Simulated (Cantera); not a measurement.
## Dilute partial oxidation

A perfectly stirred reactor is fed with 0.414 % CH₃OH, 1.08 % O₂, 98.5 % N₂, equivalence ratio 0.57, at 10.0 bar; it is held at 1623 K, and followed from long to short residence time.

Computed with Cantera and GRI-Mech 3.0 (53 species, 325 reactions). GRI-Mech 3.0 was tuned for natural gas; its chemistry of methanol as a main component is partial and can be far from experiment.

| τ (s) | x CH₃OH | x O₂ | x CH₂ | x CO | x CH₃ |
|---|---|---|---|---|---|
| 27 | 8.32e-9 | 0.00461 | 1.96e-12 | 1.02e-6 | 1.69e-10 |
| 9.6 | 2.05e-8 | 0.00461 | 4.83e-12 | 1.76e-6 | 3.64e-10 |
| 3.4 | 4.73e-8 | 0.00461 | 1.10e-11 | 3.37e-6 | 6.77e-10 |
| 1.2 | 1.04e-7 | 0.00461 | 2.38e-11 | 6.76e-6 | 1.13e-9 |
| 0.42 | 2.21e-7 | 0.00462 | 4.94e-11 | 1.38e-5 | 1.76e-9 |
| 0.15 | 4.55e-7 | 0.00462 | 9.79e-11 | 2.79e-5 | 2.60e-9 |
| 0.053 | 9.18e-7 | 0.00463 | 1.90e-10 | 5.70e-5 | 3.74e-9 |
| 0.019 | 1.78e-6 | 0.00466 | 3.62e-10 | 0.000114 | 5.41e-9 |
| 0.0066 | 3.40e-6 | 0.00472 | 7.38e-10 | 0.000231 | 8.76e-9 |
x: mole fraction; the columns are a selection and need not sum to one.
